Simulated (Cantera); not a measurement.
Mixture: H₂ : O₂ : N₂ : H₂O = 1 : 0.82 : 3.08 : 1 (molar parts), at 10.0 bar, adiabatic and at constant volume. Ignition delay is the time to a rise of 400 K.

Computed with Cantera and the H2/O2 subset of GRI-Mech 3.0, which has no nitrogen chemistry. The hydrogen kinetics of GRI-Mech 3.0 are dated; newer H2 mechanisms differ, most at raised pressure.

Question: What does this change do: pressure from 10.0 bar to 0.670 bar?

Answer: 
```
quantity           before     after
---------------  --------  --------
delay at 975 K    22.4 ms   41.4 ms
delay at 1075 K   2.87 ms  0.288 ms
delay at 1175 K  0.484 ms  0.109 ms
delay at 1275 K   89.1 µs   63.7 µs
delay at 1375 K   14.2 µs   45.3 µs
delay at 1475 K   3.48 µs   37.0 µs
```
Where the delays flatten at high temperature, the 400 K rule measures the pace of heat release, not the induction time.

Question: What does this change do: pressure from 10.0 bar to 2.80 bar?

Answer: 
| quantity | before | after |
|---|---|---|
| delay at 975 K | 22.4 ms | 46.5 ms |
| delay at 1075 K | 2.87 ms | 4.27 ms |
| delay at 1175 K | 0.484 ms | 0.248 ms |
| delay at 1275 K | 89.1 µs | 23.2 µs |
| delay at 1375 K | 14.2 µs | 11.3 µs |
| delay at 1475 K | 3.48 µs | 7.35 µs |
| apparent activation energy between 1275 and 1475 K | 250 kJ/mol | 90 kJ/mol |
